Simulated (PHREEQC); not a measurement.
## Acid mine or pickling water: speciation

Model water analysis in mg/kgw, 4.2 °C, pH 2.05, pe 9.2:

```
constituent  mg/kgw
-----------  ------
Na             78.1
K               199
Ca              610
Mg             28.9
Cl             69.5
S(6) as SO4    2850
Mn(2)          4.81
Cu(2)          12.1
```

Valence states are taken as typed.

Equilibrium calculation in PHREEQC: ion-association model, phreeqc.dat.

No solid was allowed to form.

Problem. Estimate the ionic strength.

Solution. ionic strength 0.0715 mol/kgw.

Problem. In which forms is Cu present?

Solution. Cu+2 63 %, CuSO4 37 % of the Cu.

The solution is supersaturated, for example in Gypsum, so a real one may precipitate; this is no full list. Complexes and solids missing from the database can't appear. Constants without temperature data keep their 25 °C values here.
